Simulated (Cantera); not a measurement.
A closed system holds: 1 mol CH2F2, 0.011 mol CH4, 2.8 mol H2, at 2423.15 K and 0.0940 bar.

Cantera equilibrium calculation (NASA polynomials, part measured and part estimated; ideal gas, pure solids and liquids). Candidate condensed phases: C, C6H6, C7H8, C8H18; 95 gas species. The numbers say what is thermodynamically allowed, not how fast it happens.

Base state: H2 0.547, HF 0.406, H 0.0428, C2H2 (acetylene) 0.00424, F 5.40e-5, C2H 2.01e-5, C4H2 1.35e-5 (mole fractions); condensed: C(graphite).

### Question
What changes in the equilibrium state with this change: temperature from 2423.15 K to 1248 K?

### Answer
| species | before | after |
|---|---|---|
| H2 | 0.547 | 0.585 |
| HF | 0.406 | 0.415 |
| CH4 | 4.80e-6 | 0.000358 |
| H | 0.0428 | 1.16e-6 |
| F | 5.40e-5 | <1e-9 |
| C2H2 (acetylene) | 0.00424 | 1.42e-7 |
| C(graphite), mol | 0.969 | 1.01 |
